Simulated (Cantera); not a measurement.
Mixture: CH3OH : O2 : N2 = 1 : 1.15 : 4.34 (molar parts), equivalence ratio 1.3, at 5930 Torr, adiabatic and at constant pressure. Ignition delay is the time to a rise of 400 K.

Computed with Cantera and GRI-Mech 3.0 (53 species, 325 reactions). GRI-Mech 3.0 was tuned for natural gas; its chemistry of methanol as a main component is partial and can be far from experiment.

### Question
What does this change do: pressure from 5930 Torr to 4130 Torr?

### Answer
```tsv
quantity	before	after
delay at 1323 K	0.259 ms	0.343 ms
delay at 1398 K	0.101 ms	0.134 ms
delay at 1473 K	44.4 µs	59.5 µs
delay at 1548 K	21.8 µs	29.3 µs
delay at 1623 K	11.7 µs	15.8 µs
delay at 1698 K	6.72 µs	9.14 µs
apparent activation energy between 1548 and 1698 K	170 kJ/mol	170 kJ/mol
```

### Question
What does this change do: pressure from 5930 Torr to 7500 Torr?

### Answer
```csv
quantity,before,after
delay at 1323 K,0.259 ms,0.217 ms
delay at 1398 K,0.101 ms,84.2 µs
delay at 1473 K,44.4 µs,36.9 µs
delay at 1548 K,21.8 µs,18.0 µs
delay at 1623 K,11.7 µs,9.62 µs
delay at 1698 K,6.72 µs,5.53 µs
apparent activation energy between 1548 and 1698 K,170 kJ/mol,170 kJ/mol
```
